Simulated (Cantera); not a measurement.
What does this Cantera script print?

```python
import numpy as np
import cantera as ct

gas_names = """
    B BH BH2 BH3 BO BO2 B2 B2O B2O2 B2O3 B3O3H3 H HBO HBO2 HO2 H2 H2O H2O2 H3B3O6 O OH O2 O3
""".split()
cond_names = """
    B(b) B(L) B2O3(L) B3O3H3(cr) H2O(s) H2O(L)
""".split()


# ... load() reads the species with a 1 bar reference pressure and builds the phases ...
atoms = {
    'B2H6': {'B': 2, 'H': 6},
    'O2': {'O': 2},
    'H2': {'H': 2},
}
top_T = {}  # K; cautious upper limits of use, not melting points


# ... equilibrate(T, P, feed) seeds the gas with the atoms and calls Mixture.equilibrate('TP', solver="vcs", rtol=1e-11, max_steps=5000) ...
results = []
feed = {'B2H6': 1, 'O2': 0.22, 'H2': 130}  # mol
P = 6300  # Pa
for T in [1825, 1875, 1925, 1975, 2025, 2075, 2125, 2175, 2225]:
    mix = equilibrate(T, P, feed)
    results.append((T, P, feed, dict(zip(mix.species_names, mix.species_moles))))

top = {s: max(r[3][s] / sum(r[3][g] for g in gas_names) for r in results) for s in gas_names}
cols = sorted((s for s in top if top[s] > 1e-06), key=lambda s: -top[s])[:9]
seen = [c for c in cond_names if any(r[3].get(c, 0) > 1e-12 for r in results)]
print("log10 of partial pressures in bar; condensed amounts in mol")
print(f"{'T/K':>10s}" + "".join(f"{s[:9]:>10s}" for s in cols + seen))
for T, P, feed, n in results:
    ng = sum(n[g] for g in gas_names)
    print(f"{T:10.4g}" + "".join(f"{np.log10(max(n[s] / ng * P / 1e5, 1e-99)):10.3f}" for s in cols)
          + "".join(f"{n.get(c, 0):10.4g}" for c in seen))
```

Result:

```
log10 of partial pressures in bar; condensed amounts in mol
       T/K        H2         H       HBO       BH2        BO         B      B2O2       B2O        BH      B(b)
      1825    -1.203    -3.958    -3.706    -5.012    -5.221    -8.263    -5.648    -7.267    -8.199     1.539
      1875    -1.203    -3.785    -3.710    -4.866    -5.076    -7.840    -5.695    -7.056    -7.869      1.53
      1925    -1.204    -3.621    -3.716    -4.728    -4.940    -7.439    -5.743    -6.859    -7.556     1.519
      1975    -1.205    -3.466    -3.725    -4.598    -4.814    -7.058    -5.793    -6.674    -7.260     1.505
      2025    -1.206    -3.318    -3.736    -4.474    -4.697    -6.697    -5.846    -6.502    -6.979     1.486
      2075    -1.207    -3.178    -3.749    -4.357    -4.589    -6.353    -5.904    -6.342    -6.712     1.463
      2125    -1.209    -3.044    -3.766    -4.246    -4.490    -6.026    -5.965    -6.193    -6.458     1.433
      2175    -1.211    -2.917    -3.787    -4.141    -4.399    -5.714    -6.032    -6.056    -6.216     1.397
      2225    -1.214    -2.796    -3.811    -4.041    -4.317    -5.416    -6.105    -5.929    -5.986      1.35
```

Equilibrium computed with Cantera from the NASA thermochemical tables; the gas is ideal and each condensed phase is pure. The feed counts by its element totals alone. The tables' values for BH2 are old estimates; treat these amounts as uncertain. Gases not in the tables: B2H6 and higher boranes.
